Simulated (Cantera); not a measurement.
Input: 1 mol B2H6, 0.68 mol NH3, at 1400 Pa.

These are equilibrium values from Cantera (NASA tables, ideal gas, pure condensed phases), not measurements of a reactor. Candidate condensed phases: B, BN; 15 gas species. The feed counts by its element totals alone. Mutual solubility and eutectic melting of coexisting phases are not modelled. The tables' values for BH2 are old estimates; treat these amounts as uncertain. The numbers say what is thermodynamically allowed, not how fast it happens.

log p: log10 of the partial pressure in bar; n: condensed amount in mol.

| T (K) | log p H2 | log p N2 | log p H | log p BH2 | n B(s) | n BN(s) |
|---|---|---|---|---|---|---|
| 850 | -1.85 | <-13 | -11.62 | -12.06 | 1.32 | 0.680 |
| 1050 | -1.85 | <-13 | ___ | -9.77 | 1.32 | 0.680 |
| 1250 | -1.85 | ___ | ___ | -8.21 | 1.32 | 0.680 |
| 1450 | -1.85 | -8.86 | -5.95 | -7.09 | 1.32 | 0.680 |
| 1650 | -1.85 | -6.68 | -4.97 | -6.25 | 1.32 | 0.680 |
| 1850 | -1.86 | -4.98 | -4.20 | -5.59 | 1.33 | 0.674 |
| 2050 | -1.87 | -3.61 | -3.58 | -5.08 | 1.46 | 0.536 |
| 2250 | -1.92 | -2.97 | -3.09 | -4.69 | 1.99 | 0 |

Task: Fill in the missing entries.

Result: 
- 1050, log p H: -9.02
- 1250, log p N2: -11.75
- 1250, log p H: -7.24
